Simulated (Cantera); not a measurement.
Input: 1 mol TEOS, 0.89 mol CO2, 77 mol N2, at 13300 Pa.

Cantera equilibrium calculation (NASA polynomials, part measured and part estimated; ideal gas, pure solids and liquids). Candidate condensed phases: C, C6H6, C7H8, C8H18, H2O, Si, SiC, SiO2, Si2N2O, Si3N4; 151 gas species. The feed counts by its element totals alone. N2 is the only nitrogen source here; it is nearly inert below about 1500 K, so the nitride shown seldom forms there in practice. Mutual solubility and eutectic melting of coexisting phases are not modelled. The tables hold silica as quartz up to 1696 K and as liquid above; real silica turns to tridymite and cristobalite and melts near 1996 K. Equilibrium is a limit: real reactors are often held back by kinetics, nucleation or transport.

x: gas mole fraction; n: condensed amount in mol.

```
T (K)   x N2   x H2    x CO  x H2O  n C(graphite)  n SiO2(β-quartz)  n Si2N2O(s)
-----  -----  -----  ------  -----  -------------  ----------------  -----------
1050   0.848  0.110  0.0414      …           5.12              1.00            0
1075   0.848  0.110  0.0415      …           5.11              1.00            0
1100   0.848  0.110  0.0415      …           5.11              1.00            0
1125   0.848  0.110  0.0416      …           5.11              1.00            0
1150   0.848  0.110  0.0416      …           5.11              1.00            0
1175   0.848  0.110  0.0416      …           5.11              1.00            0
1200   0.842  0.110  0.0479      …           4.52             0.607        0.197
1225   0.834  0.109  0.0575      …           3.61                 0        0.500
1250   0.834  0.109  0.0575      …           3.61                 0        0.500
1275   0.834  0.109  0.0575      …           3.61                 0        0.500
1300   0.834  0.109  0.0575      …           3.60                 0        0.500
1325   0.833  0.109  0.0575      …           3.60                 0        0.500
```

Question: What belongs in the gaps?

Answer: 
- 1050, x H2O: 0.000110
- 1075, x H2O: 7.69e-5
- 1100, x H2O: 5.45e-5
- 1125, x H2O: 3.92e-5
- 1150, x H2O: 2.86e-5
- 1175, x H2O: 2.12e-5
- 1200, x H2O: 1.82e-5
- 1225, x H2O: 1.64e-5
- 1250, x H2O: 1.26e-5
- 1275, x H2O: 9.74e-6
- 1300, x H2O: 7.61e-6
- 1325, x H2O: 6.01e-6
